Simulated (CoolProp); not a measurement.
The numbers come from the reference Helmholtz-energy equation of state, Thol 2014 in CoolProp.

For chloromethane (R40), give the phase and the density (kg/m³), cv (kJ/(kg K)) at 500 K and 9.24 MPa; 500 K and 11.5 MPa.


- 500 K and 9.24 MPa: supercritical; density 159, cv 1.02
- 500 K and 11.5 MPa: supercritical; density 221, cv 1.04
